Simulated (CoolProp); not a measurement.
Vapour-liquid equilibrium of propane (1) + n-butane (2) at 235 K; x and y are mole fractions of (1).

Computed with CoolProp (multi-fluid Helmholtz-energy mixture model, Lemmon 2009 and Bücker 2006; pair parameters Kunz 2012).

```json
[
 {"x": "0.05", "bubble pressure (bar)": "0.2343", "y at the bubble point": "0.245", "dew pressure at overall composition x (bar)": "0.1938", "liquid density (mol/L)": "11.10"},
 {"x": "0.125", "bubble pressure (bar)": "0.3082", "y at the bubble point": "0.469", "dew pressure at overall composition x (bar)": "0.2076", "liquid density (mol/L)": "11.24"},
 {"x": "0.2", "bubble pressure (bar)": "0.3831", "y at the bubble point": "0.608", "dew pressure at overall composition x (bar)": "0.2235", "liquid density (mol/L)": "11.38"},
 {"x": "0.275", "bubble pressure (bar)": "0.4586", "y at the bubble point": "0.702", "dew pressure at overall composition x (bar)": "0.2420", "liquid density (mol/L)": "11.52"},
 {"x": "0.35", "bubble pressure (bar)": "0.5345", "y at the bubble point": "0.770", "dew pressure at overall composition x (bar)": "0.2639", "liquid density (mol/L)": "11.67"},
 {"x": "0.425", "bubble pressure (bar)": "0.6108", "y at the bubble point": "___", "dew pressure at overall composition x (bar)": "___", "liquid density (mol/L)": "11.82"},
 {"x": "0.5", "bubble pressure (bar)": "0.6873", "y at the bubble point": "0.861", "dew pressure at overall composition x (bar)": "___", "liquid density (mol/L)": "11.97"},
 {"x": "0.575", "bubble pressure (bar)": "0.7639", "y at the bubble point": "___", "dew pressure at overall composition x (bar)": "0.3622", "liquid density (mol/L)": "12.13"},
 {"x": "0.65", "bubble pressure (bar)": "0.8407", "y at the bubble point": "___", "dew pressure at overall composition x (bar)": "0.4135", "liquid density (mol/L)": "12.28"},
 {"x": "0.725", "bubble pressure (bar)": "0.9177", "y at the bubble point": "0.942", "dew pressure at overall composition x (bar)": "0.4818", "liquid density (mol/L)": "12.45"},
 {"x": "0.8", "bubble pressure (bar)": "___", "y at the bubble point": "0.961", "dew pressure at overall composition x (bar)": "___", "liquid density (mol/L)": "12.61"},
 {"x": "0.875", "bubble pressure (bar)": "1.072", "y at the bubble point": "0.977", "dew pressure at overall composition x (bar)": "0.7186", "liquid density (mol/L)": "12.78"},
 {"x": "0.95", "bubble pressure (bar)": "1.150", "y at the bubble point": "0.991", "dew pressure at overall composition x (bar)": "0.9500", "liquid density (mol/L)": "12.95"}
]
```

Task: Complete the blanks.

Result: 
- 0.425, y at the bubble point: 0.821
- 0.425, dew pressure at overall composition x (bar): 0.2901
- 0.5, dew pressure at overall composition x (bar): 0.3222
- 0.575, y at the bubble point: 0.893
- 0.65, y at the bubble point: 0.920
- 0.8, bubble pressure (bar): 0.9949
- 0.8, dew pressure at overall composition x (bar): 0.5770

No azeotrope shows between x = 0.05 and 0.95.

The pair parameters rest on a limited set of measurements; away from them the model extrapolates.
